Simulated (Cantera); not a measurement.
What does this Cantera script print?

```python
import numpy as np
import cantera as ct

gas_names = """
    BF3 O3 F B3O3F3
""".split()
cond_names = """

""".split()


def load(file, names, dense=False):
    # The tables refer to 1 bar. Condensed volumes are neglected.
    table = {s.name: s for s in ct.Species.list_from_file(file)}
    out = []
    for n in names:
        d = dict(table[n].input_data)
        d["thermo"] = dict(d["thermo"], **{"reference-pressure": 1e5})
        if dense:
            d["equation-of-state"] = {"model": "constant-volume", "density": "1e6 g/cm^3"}
        out.append(ct.Species.from_dict(d))
    return out


species = {s.name: s for s in load("nasa_gas.yaml", gas_names) + load("nasa_condensed.yaml", cond_names)}
# Each term lists the table entries of one substance; the one whose range holds T is used.
reactions = {
    '3 BF3(g) + O3(g) = 6 F(g) + B3O3F3(g)':
        [(-3, ['BF3']), (-1, ['O3']), (6, ['F']), (1, ['B3O3F3'])],
}


def pick(names, T):
    return next(species[n] for n in names if species[n].thermo.min_temp <= T <= species[n].thermo.max_temp)


results = []
for label, terms in reactions.items():
    print(label)
    print("     T/K   dH/kJ  dS/(J/K)   dG/kJ   log10 K")
    for T in [300, 2823, 2848, 2873, 2898, 2923, 2948]:
        used = [(nu, pick(names, T)) for nu, names in terms]
        dH = sum(nu * s.thermo.h(T) for nu, s in used) / 1e6
        dS = sum(nu * s.thermo.s(T) for nu, s in used) / 1e3
        dG = dH - T * dS / 1e3
        logK = -dG * 1e6 / (ct.gas_constant * T * np.log(10))
        results.append((label, T, dH, dS, dG, logK, [s.name for _, s in used]))
        print(f"{T:8g} {dH:8.1f} {dS:8.1f} {dG:8.1f} {logK:8.2f}")
```

Output:

```
3 BF3(g) + O3(g) = 6 F(g) + B3O3F3(g)
     T/K   dH/kJ  dS/(J/K)   dG/kJ   log10 K
     300   1376.4    293.3   1288.5  -224.34
    2823   1437.4    369.4    394.6    -7.30
    2848   1437.3    369.3    385.4    -7.07
    2873   1437.2    369.3    376.2    -6.84
    2898   1437.1    369.3    366.9    -6.61
    2923   1437.0    369.2    357.7    -6.39
    2948   1436.9    369.2    348.5    -6.17
```

Cantera with NASA thermochemical tables; ideal gases at 1 bar, condensed phases pure. Condensed species are held in their standard states even where they would react or evaporate.
